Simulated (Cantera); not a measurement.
Hydrocarbon pyrolysis for carbon deposition

A perfectly stirred reactor is fed with 1.96 % CH₄, 98.0 % H₂, at 1.28 Torr; it is held at 1825 K, and followed from long to short residence time.

Cantera simulation using GRI-Mech 3.0 (53 species, 325 reactions); the numbers are that mechanism's predictions, not measurements. GRI-Mech 3.0 stops at C3 and has no aromatics, soot or wall deposition, so with more carbon than oxygen in the feed, carbon stays in small species such as C2H2 where larger ones or solid carbon would form. Radical loss at walls, strong at low pressure, is not modelled.

```tsv
τ (s)	x CH₄	x H₂	x C₂H	x CH₂	x H
7.5	0.00439	0.984	3.07e-7	1.77e-6	0.00429
1.5	0.0107	0.982	1.19e-7	2.01e-6	0.00300
0.31	0.0177	0.980	9.78e-9	9.39e-7	0.00158
0.062	0.0194	0.980	2.15e-11	6.05e-8	0.000365
0.012	0.0196	0.980	<1e-12	2.35e-9	7.05e-5
0.0025	0.0196	0.980	<1e-12	1.03e-10	1.44e-5
0.00051	0.0196	0.980	<1e-12	4.40e-12	2.76e-6
```
x: mole fraction; the columns are a selection and need not sum to one.
